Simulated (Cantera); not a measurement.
Input (Python, Cantera):

```python
import numpy as np
import cantera as ct

gas = ct.Solution("gri30.yaml")
gas.TPX = 1400, 13332, {'C2H6': 1, 'N2': 33}
reactor = ct.IdealGasConstPressureReactor(gas, energy="off", clone=False)
net = ct.ReactorNet([reactor])
net.rtol, net.atol = 1e-08, 1e-18
show = ['C2H6', 'C2H', 'H2', 'CH4', 'H', 'HCN', 'CH2']
times = np.geomspace(1e-06, 1, 15)

steps = ct.SolutionArray(gas, extra=["t"])
rows = []
print(f"{'t/s':>10s}{'T/K':>9s}{'P/Pa':>11s}" + "".join(f"{s:>11s}" for s in show))
for t in times:
    while net.time < t:
        t_next = net.step()
        steps.append(gas.state, t=t_next)
    rows.append([np.interp(t, steps.t, y) for y in (steps.T, steps.P, *steps(*show).X.T)])
    print(f"{t:10.3e}{rows[-1][0]:9.1f}{rows[-1][1]:11.4g}" + "".join(f"{x:11.3e}" for x in rows[-1][2:]))
rate = np.gradient(steps.T, steps.t)
print("integrator steps:", len(steps.t))
if steps.T.max() > steps.T[0] + 200:
    print(f"time of steepest temperature rise: {steps.t[rate.argmax()]:.4e} s")
gas.TPX = 1400, 13332, {'C2H6': 1, 'N2': 33}
gas.equilibrate("TP")
print(f"equilibrium (TP): T = {gas.T:.1f} K  " + "  ".join(f"{s} {gas[s].X[0]:.3e}" for s in show))
```

Result:

```
       t/s      T/K       P/Pa       C2H6        C2H         H2        CH4          H        HCN        CH2
 1.000e-06   1400.0  1.333e+04  2.941e-02  7.954e-29  1.647e-10  1.659e-09  1.319e-09  2.377e-20  3.816e-14
 2.683e-06   1400.0  1.333e+04  2.941e-02  1.707e-26  1.174e-09  1.192e-08  3.639e-09  4.566e-19  7.708e-13
 7.197e-06   1400.0  1.333e+04  2.940e-02  6.404e-24  1.063e-08  8.547e-08  1.511e-08  8.846e-18  1.479e-11
 1.931e-05   1400.0  1.333e+04  2.939e-02  5.703e-21  1.716e-07  6.114e-07  1.100e-07  2.499e-16  2.738e-10
 5.179e-05   1400.0  1.333e+04  2.934e-02  1.074e-17  3.606e-06  4.319e-06  8.751e-07  8.650e-14  4.689e-09
 1.389e-04   1400.0  1.333e+04  2.915e-02  4.341e-14  7.064e-05  2.940e-05  6.039e-06  6.608e-11  6.149e-08
 3.728e-04   1400.0  1.333e+04  2.797e-02  4.807e-11  8.707e-04  1.836e-04  2.080e-05  7.801e-09  3.498e-07
 1.000e-03   1400.0  1.333e+04  2.340e-02  7.017e-10  4.525e-03  9.204e-04  3.101e-05  4.128e-08  5.961e-07
 2.683e-03   1400.0  1.333e+04  1.329e-02  3.180e-09  1.333e-02  3.055e-03  3.819e-05  8.142e-08  5.220e-07
 7.197e-03   1400.0  1.333e+04  2.461e-03  9.383e-09  2.596e-02  6.097e-03  4.105e-05  1.168e-07  2.175e-07
 1.931e-02   1400.0  1.333e+04  1.480e-04  6.058e-09  3.437e-02  6.786e-03  1.648e-05  1.259e-07  2.030e-08
 5.179e-02   1400.0  1.333e+04  1.179e-05  2.405e-09  3.849e-02  6.808e-03  5.575e-06  1.260e-07  1.961e-09
 1.389e-01   1400.0  1.333e+04  1.787e-06  1.168e-09  4.122e-02  6.792e-03  2.496e-06  1.257e-07  3.504e-10
 3.728e-01   1400.0  1.333e+04  9.331e-07  1.018e-09  4.374e-02  6.766e-03  2.046e-06  1.254e-07  2.106e-10
 1.000e+00   1400.0  1.333e+04  8.690e-07  1.110e-09  4.550e-02  6.720e-03  2.150e-06  1.253e-07  2.146e-10
integrator steps: 1194
equilibrium (TP): T = 1400.0 K  C2H6 7.079e-09  C2H 4.551e-10  H2 5.490e-02  CH4 4.182e-04  H 3.143e-06  HCN 3.864e-02  CH2 1.977e-11
```

Computed with Cantera and GRI-Mech 3.0 (53 species, 325 reactions). GRI-Mech 3.0 stops at C3 and has no aromatics, soot or wall deposition, so with more carbon than oxygen in the feed, carbon stays in small species such as C2H2 where larger ones or solid carbon would form.
